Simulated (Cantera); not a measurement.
**Thermodynamics of abatement and gas-phase synthesis, feed SO2 + H2O + H2 + O2**

A closed system holds: 1 mol SO2, 2.6 mol H2O, 3.7 mol H2, 1.8 mol O2, at 28500 Torr.

Cantera equilibrium calculation (NASA polynomials, part measured and part estimated; ideal gas, pure solids and liquids). Candidate condensed phases: H2O, H2SO4, S; 19 gas species. The ideal-gas law is rough above about 30 bar. Gases not in the tables: S3 to S7. Equilibrium is a limit: real reactors are often held back by kinetics, nucleation or transport.

From 375 °C to 1775 °C nothing is condensed.

| T (°C) | x H2O | x SO2 | x H2 | x H2S | x SO | x S2 | x OH |
|---|---|---|---|---|---|---|---|
| 375 | 0.863 | 0.133 | 2.93e-6 | 0.00446 | 2.52e-10 | 2.94e-5 | <1e-12 |
| 575 | 0.863 | 0.133 | 7.06e-5 | 0.00435 | 7.26e-8 | 0.000114 | <1e-12 |
| 775 | 0.862 | 0.133 | 0.000513 | 0.00400 | 2.34e-6 | 0.000234 | 1.50e-10 |
| 975 | 0.861 | 0.133 | 0.00193 | 0.00338 | 2.38e-5 | 0.000325 | 1.52e-8 |
| 1175 | 0.858 | 0.134 | 0.00475 | 0.00243 | 0.000118 | 0.000309 | 4.43e-7 |
| 1375 | 0.855 | 0.135 | 0.00836 | 0.00132 | 0.000355 | 0.000185 | 6.07e-6 |
| 1575 | 0.852 | 0.136 | 0.0111 | 0.000501 | 0.000708 | 6.31e-5 | 5.12e-5 |
| 1775 | 0.850 | 0.136 | 0.0122 | 0.000153 | 0.00107 | 1.54e-5 | 0.000305 |
x: gas mole fraction; nothing condenses.
